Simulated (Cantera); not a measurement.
An isothermal, constant-pressure homogeneous reactor starts with NH3 : N2 = 1 : 8.1 (molar parts), at 2375 K and 0.0263 atm. Integrator tolerance rtol = 1e-08.

Cantera simulation using the gas-phase N/H chemistry of the illustrative SiF4/NH3 mechanism in the Surface Chemkin manual (1991); the numbers are that mechanism's predictions, not measurements. Walls and surfaces, which speed up NH3 decomposition in real reactors, are not modelled.

### Question
What does this change do: temperature 2375 to 1300 K?

### Answer
```csv
quantity,before,after
x(NH3) at 10.0 s,1.38e-8 (gas-phase equilibrium 1.38e-8),0.110 (gas-phase equilibrium 1.71e-7)
x(N) at 10.0 s,4.82e-7 (gas-phase equilibrium 4.82e-7),2.30e-12 (gas-phase equilibrium <1e-12)
x(H) at 10.0 s,0.0314 (gas-phase equilibrium 0.0314),1.20e-9 (gas-phase equilibrium 2.63e-6)
x(N2H4) at 10.0 s,<1e-12 (gas-phase equilibrium <1e-12),1.56e-9 (gas-phase equilibrium <1e-12)
x(NH2) at 10.0 s,1.07e-8 (gas-phase equilibrium 1.07e-8),4.12e-6 (gas-phase equilibrium 5.50e-12)
x(H2) at 10.0 s,0.130 (gas-phase equilibrium 0.130),2.93e-5 (gas-phase equilibrium 0.149)
x(N2H2) at 10.0 s,<1e-12 (gas-phase equilibrium <1e-12),2.53e-8 (gas-phase equilibrium <1e-12)
```

### Question
What does this change do: temperature 2375 to 1825 K?

### Answer
| quantity | before | after |
|---|---|---|
| x(NH3) at 10.0 s | 1.38e-8 (gas-phase equilibrium 1.38e-8) | 0.0127 (gas-phase equilibrium 3.85e-8) |
| x(N) at 10.0 s | 4.82e-7 (gas-phase equilibrium 4.82e-7) | 4.07e-7 (gas-phase equilibrium 3.19e-10) |
| x(H) at 10.0 s | 0.0314 (gas-phase equilibrium 0.0314) | 0.000149 (gas-phase equilibrium 0.00104) |
| x(N2H4) at 10.0 s | <1e-12 (gas-phase equilibrium <1e-12) | 9.01e-11 (gas-phase equilibrium <1e-12) |
| x(NH2) at 10.0 s | 1.07e-8 (gas-phase equilibrium 1.07e-8) | 3.91e-5 (gas-phase equilibrium 7.36e-10) |
| x(H2) at 10.0 s | 0.130 (gas-phase equilibrium 0.130) | 0.131 (gas-phase equilibrium 0.148) |
| x(N2H2) at 10.0 s | <1e-12 (gas-phase equilibrium <1e-12) | 4.26e-8 (gas-phase equilibrium <1e-12) |
